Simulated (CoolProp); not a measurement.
Vapour-liquid equilibrium of R125 (1) + fluoroethane (R161) (2) at -66.65 °C; x and y are mole fractions of (1).

The numbers come from the multi-fluid Helmholtz-energy mixture model, Lemmon 2005 and Wu 2012; pair parameters Bell 2016 in CoolProp.

```tsv
x	bubble pressure, mixture model (MPa)	bubble pressure, Raoult's law (MPa)	y, mixture model	y, Raoult's law
0.05	0.02190	0.02215	0.074	0.083
0.15	0.02334	0.02371	0.230	0.234
0.25	0.02515	0.02526	0.378	0.366
0.35	0.02716	0.02682	0.507	0.482
0.45	0.02918	0.02838	0.614	0.586
0.55	0.03108	0.02993	0.701	0.679
0.65	0.03277	0.03149	0.774	0.763
0.75	0.03424	0.03305	0.837	0.838
0.85	0.03549	0.03461	0.897	0.907
0.95	0.03652	0.03616	0.963	0.970
```

The largest gap from Raoult's law is +4.1 % in bubble pressure, at x = 0.65. No azeotrope shows between x = 0.05 and 0.95.

Pair parameters are fitted to limited data, so mixtures are less certain than the pure fluids. The gap from Raoult's law changes sign with composition, which may be real or a fault of the pair parameters; it wasn't checked against measurements.
